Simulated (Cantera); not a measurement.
A Cantera script and what it prints.

```python
import numpy as np
import cantera as ct

gas_names = """
    C CH CH2 CH3 CH2OH CH3O CH4 CH3OH CO CO2 COOH C2 C2H CHCO,ketyl C2H2,acetylene C2H2,vinylidene
    CH2CO,ketene C2H3,vinyl CH3CO,acetyl C2H4 C2H4O,ethylen CH3CHO,ethanal CH3COOH (HCOOH)2 C2H5 C2H6
    CH3OCH3 C2H5OH C2O C3 C3H3,propargyl C3H4,allene C3H4,propyne C3H4,cyclo- C3H5,allyl C3H6,propylene
    C3H6,cyclo- C3H6O C3H7,n-propyl C3H7,i-propyl C3H8 C3H8O,1propanol C3H8O,2propanol C3O2 C4 C4H2
    C4H4,1,3-cyclo- C4H6,butadiene C4H6,2-butyne C4H6,cyclo- C4H8,1-butene C4H8,cis2-buten
    C4H8,tr2-butene C4H8,isobutene C4H8,cyclo- (CH3COOH)2 C4H9,n-butyl C4H9,i-butyl C4H9,s-butyl
    C4H9,t-butyl C4H10,isobutane C4H10,n-butane C5 C5H6,1,3cyclo- C5H8,cyclo- C5H10,1-pentene
    C5H10,cyclo- C5H11,pentyl C5H11,t-pentyl C5H12,n-pentane C5H12,i-pentane CH3C(CH3)2CH3 C6H2
    C6H5,phenyl C6H5O,phenoxy C6H6 C6H5OH,phenol C6H10,cyclo- C6H12,1-hexene C6H12,cyclo- C6H13,n-hexyl
    C7H7,benzyl C7H8 C7H8O,cresol C7H14,1-heptene C7H15,n-heptyl C7H16,n-heptane C8H8,styrene
    C8H10,ethylbenz C8H16,1-octene C8H17,n-octyl C8H18,isooctane C8H18,n-octane C9H19,n-nonyl
    C10H8,naphthale C10H21,n-decyl C12H9,o-bipheny C12H10,bipheny H HCO HO2 H2 HCHO,formaldehy HCOOH H2O
    H2O2 O OH O2 O3 Pb PbO Pb2
""".split()
cond_names = """
    C(gr) C6H6(L) C7H8(L) C8H18(L),n-octa H2O(s) H2O(L) Pb(cr) Pb(L) PbO(rd) PbO(yw) PbO(L) PbO2(s)
    Pb3O4(s)
""".split()


def load(file, names, dense=False):
    # The tables refer to 1 bar. Condensed volumes are neglected.
    table = {s.name: s for s in ct.Species.list_from_file(file)}
    out = []
    for n in names:
        d = dict(table[n].input_data)
        d["thermo"] = dict(d["thermo"], **{"reference-pressure": 1e5})
        if dense:
            d["equation-of-state"] = {"model": "constant-volume", "density": "1e6 g/cm^3"}
        out.append(ct.Species.from_dict(d))
    return out


gas = ct.Solution(thermo="ideal-gas", species=load("nasa_gas.yaml", gas_names))
cond = {s.name: ct.Solution(thermo="fixed-stoichiometry", species=[s], name=s.name)
        for s in load("nasa_condensed.yaml", cond_names, dense=True)}
atoms = {
    'PbO': {'Pb': 1, 'O': 1},
    'CH4': {'C': 1, 'H': 4},
    'H2': {'H': 2},
    'C': {'C': 1},
}
top_T = {'C(gr)': 4500, 'Pb3O4(s)': 820}  # K; cautious upper limits of use, not melting points


def equilibrate(T, P, feed):
    n = {}
    for name, mol in feed.items():
        for a, k in atoms[name].items():
            n[a] = n.get(a, 0.0) + k * mol
    gas.TPX = T, P, n
    mass = sum(n.values()) * gas.mean_molecular_weight
    gas.equilibrate("TP")
    valid = [c for c in cond.values() if c.min_temp <= T <= top_T.get(c.name, c.max_temp)]
    mix = ct.Mixture([(gas, mass / gas.mean_molecular_weight)] + [(c, 0.0) for c in valid])
    mix.T, mix.P = T, P
    mix.equilibrate("TP", solver="vcs", rtol=1e-11, max_steps=5000)
    return mix


results = []
feed = {'PbO': 1, 'CH4': 0.32, 'H2': 1, 'C': 6.9}  # mol
T = 948  # K
P = 13332.2  # Pa
mix = equilibrate(T, P, feed)
results.append((T, P, feed, dict(zip(mix.species_names, mix.species_moles))))
x = sorted(zip(gas.X, gas.species_names), reverse=True)
print(f"T = {T:g} K  P = {P:g} Pa  gas = {mix.phase_moles(0):.4g} mol")
print("   x: " + "  ".join(f"{s} {v:.3e}" for v, s in x if v > 1e-06))
print("   condensed (mol): " + ("  ".join(f"{mix.phase(i).name} {mix.phase_moles(i):.4g}"
      for i in range(1, mix.n_phases) if mix.phase_moles(i) > 1e-12) or "none"))
```

Result:

```
T = 948 K  P = 13332.2 Pa  gas = 2.492 mol
   x: H2 6.149e-01  CO 3.258e-01  H2O 2.587e-02  CO2 2.479e-02  CH4 8.650e-03  Pb 3.592e-05
   condensed (mol): C(gr) 6.325  Pb(L) 0.9999
```

Cantera equilibrium calculation (NASA polynomials, part measured and part estimated; ideal gas, pure solids and liquids).
